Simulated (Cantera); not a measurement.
A closed system holds: 1 mol H₂O, equilibrated at 10.0 mbar.

Method: chemical equilibrium by Gibbs-energy minimisation in Cantera with the NASA 1993 tables (ideal gas, pure condensed phases). Candidate condensed phases: H₂O; 22 gas species. Ions and electrons are included (thermal ionisation). Rates play no part.

Task: At 4727 °C, list the 6 most abundant gas species with their mole fractions, and the condensed phases.

Result: H 0.666, O 0.333, H₂ 0.000107, OH 0.000100, e- 3.32e-5, H+ 2.31e-5. Condensed: gas only.
